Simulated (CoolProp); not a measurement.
Hydrogen sulfide along the isobar 34800 kPa: Z from the reference equation and from simpler models built on Tc = 100.0 °C, pc = 8999 kPa, ω = 0.101; each cubic takes its own stable root.

Computed with CoolProp (reference Helmholtz-energy equation of state, Lemmon 2006). It is a short technical equation, of lower accuracy than the large ones.

| T (°C) | phase | reference | Soave-Redlich-Kwong | Peng-Robinson |
|---|---|---|---|---|
| -46.05 | liquid | 0.6567 | 0.6754 | 0.6012 |
| -21.35 | liquid | 0.6170 | 0.6337 | 0.5638 |
| 3.25 | liquid | 0.5874 | 0.6038 | 0.5372 |
| 27.95 | liquid | 0.5661 | 0.5836 | 0.5196 |
| 52.55 | liquid | 0.5524 | 0.5725 | 0.5104 |
| 77.25 | liquid | 0.5459 | 0.5700 | 0.5098 |
| 101.85 | supercritical | 0.5471 | 0.5769 | 0.5183 |
| 126.55 | supercritical | 0.5571 | 0.5939 | 0.5370 |
| 151.15 | supercritical | 0.5769 | 0.6215 | 0.5665 |
| 175.85 | supercritical | 0.6078 | 0.6593 | 0.6061 |
| 200.45 | supercritical | 0.6483 | 0.7039 | 0.6520 |
| 225.15 | supercritical | 0.6949 | 0.7508 | 0.6997 |
| 249.85 | supercritical | 0.7421 | 0.7955 | 0.7450 |
| 274.45 | supercritical | 0.7859 | 0.8356 | 0.7856 |
| 299.15 | supercritical | 0.8249 | 0.8707 | 0.8214 |
